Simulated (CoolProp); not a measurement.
R141b at 298.15 K and 0.536 MPa flows at 2.5 m/s in a round tube of 50 mm bore and 1.5 µm roughness, fully developed (64/Re and Nu = 3.66 if laminar; Colebrook and Gnielinski if turbulent). Each further row changes one setting.

Model: reference Helmholtz-energy equation of state, Lemmon 2006, in CoolProp. It is a short technical equation, of lower accuracy than the large ones.

```json
[
 {"case": "as stated", "Reynolds number": "377000", "Darcy friction factor": "0.0142", "pressure drop (Pa/m)": "1100", "heat-transfer coefficient (W/(m² K))": "3050", "mass flow (kg/h)": "21800"},
 {"case": "velocity 5 m/s", "Reynolds number": "754000", "Darcy friction factor": "0.0128", "pressure drop (Pa/m)": "3940", "heat-transfer coefficient (W/(m² K))": "5640", "mass flow (kg/h)": "43600"},
 {"case": "diameter 100 mm", "Reynolds number": "754000", "Darcy friction factor": "0.0125", "pressure drop (Pa/m)": "483", "heat-transfer coefficient (W/(m² K))": "2780", "mass flow (kg/h)": "87300"}
]
```

Viscosity comes from a separate model (Huber 2003), an estimate that may be off by 10 % or more. Thermal conductivity comes from a separate model (Huber 2003), an estimate that may be off by 10 % or more.
